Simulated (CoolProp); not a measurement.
The fluoroketone C6F12O (FK-5-1-12) along the isotherm 500 K: fugacity coefficient from the reference equation and from simpler models built on Tc = 441.8 K, pc = 1.869 MPa, ω = 0.471; each cubic takes its own stable root.

The numbers come from the reference Helmholtz-energy equation of state, McLinden 2015 in CoolProp.

| p (MPa) | phase | reference | Soave-Redlich-Kwong | Peng-Robinson |
|---|---|---|---|---|
| 0.0591 | gas | 0.9930 | 0.9934 | 0.9924 |
| 0.092 | gas | 0.9892 | 0.9898 | 0.9881 |
| 0.143 | gas | 0.9832 | 0.9841 | 0.9816 |
| 0.223 | gas | 0.9740 | 0.9753 | 0.9714 |
| 0.347 | gas | 0.9597 | 0.9617 | 0.9558 |
| 0.541 | gas | 0.9378 | 0.9407 | 0.9318 |
| 0.842 | gas | 0.9045 | 0.9087 | 0.8955 |
| 1.31 | gas | 0.8541 | 0.8604 | 0.8414 |
| 2.04 | supercritical | 0.7786 | 0.7883 | 0.7625 |
| 3.18 | supercritical | 0.6693 | 0.6861 | 0.6542 |
| 4.95 | supercritical | 0.5402 | 0.5698 | 0.5346 |
| 7.71 | supercritical | 0.4423 | 0.4812 | 0.4417 |
| 12 | supercritical | 0.3911 | 0.4366 | 0.3887 |
| 18.7 | supercritical | 0.3924 | 0.4465 | 0.3806 |
